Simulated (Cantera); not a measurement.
Charge: 1 mol Zr, 1 mol H₂O, at 2348 K and 1000 Pa.

These are equilibrium values from Cantera (NASA tables, ideal gas, pure condensed phases), not measurements of a reactor. Candidate condensed phases: H₂O, Zr, ZrO₂; 12 gas species. Mutual solubility and eutectic melting of coexisting phases are not modelled. Condensed phases not in the tables: N, O or C dissolved in the metal. Equilibrium is a limit: real reactors are often held back by kinetics, nucleation or transport.

Base state: H₂ 0.883, H 0.116, ZrO 0.00113, Zr 4.62e-5, H₂O 1.31e-5 (mole fractions); condensed: Zr(l) + ZrO₂(tetragonal).

Task: What changes in the equilibrium state with this change: temperature from 2348 K to 1800 K?

Result: 
```tsv
species	before	after
H₂	0.883	0.996
H	0.116	0.00357
H₂O	1.31e-5	1.54e-7
ZrO	0.00113	8.53e-8
Zr	4.62e-5	4.39e-9
Zr(l), mol	0.499	0
ZrO₂(tetragonal), mol	0.499	0.500
Zr(β), mol	0	0.500
```
